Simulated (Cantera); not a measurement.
## Adiabatic ignition

An adiabatic, constant-volume homogeneous reactor starts with CH₄ : H₂ : O₂ : N₂ : H₂O : CO₂ = 1 : 0.19 : 5.11 : 19.2 : 0.59 : 0.11 (molar parts), equivalence ratio 0.41, at 1673 K and 100000 Pa.

Computed with Cantera and GRI-Mech 3.0 (53 species, 325 reactions).

```tsv
t (s)	T (K)	P (bar)	x CH₄	x H₂	x O₂	x NO	x H
5.00e-6	1673	1.000	0.0382	0.00725	0.195	<1e-12	1.96e-7
1.55e-5	1673	1.000	0.0381	0.00725	0.195	<1e-12	3.72e-7
4.82e-5	1673	1.00	0.0380	0.00723	0.195	6.09e-12	1.81e-6
0.000150	2218	1.36	1.46e-8	0.00437	0.118	4.68e-6	0.00539
0.000464	2555	1.54	<1e-12	0.00186	0.112	0.000713	0.00115
0.00144	2554	1.54	<1e-12	0.00182	0.111	0.00284	0.00110
0.00447	2545	1.53	<1e-12	0.00177	0.108	0.00794	0.00105
0.0139	2533	1.52	<1e-12	0.00171	0.105	0.0145	0.000982
0.0431	2530	1.52	<1e-12	0.00169	0.104	0.0164	0.000964
0.134	2530	1.52	<1e-12	0.00169	0.104	0.0164	0.000963
0.415	2530	1.52	<1e-12	0.00169	0.104	0.0164	0.000963
1.29	2530	1.52	<1e-12	0.00169	0.104	0.0164	0.000963
4.00	2530	1.52	<1e-12	0.00169	0.104	0.0164	0.000963
```
x: mole fraction; the columns are a selection and need not sum to one.

The time of steepest temperature rise is 0.144 ms, the temperature at 4.00 s is 2530 K and the equilibrium temperature comes out as 2530 K. The x(CH₄) at 4.00 s is <1e-12 (gas-phase equilibrium <1e-12) and the x(H₂) at 4.00 s is 0.00169 (gas-phase equilibrium 0.00169). The x(O₂) at 4.00 s comes out as 0.104 (gas-phase equilibrium 0.104).
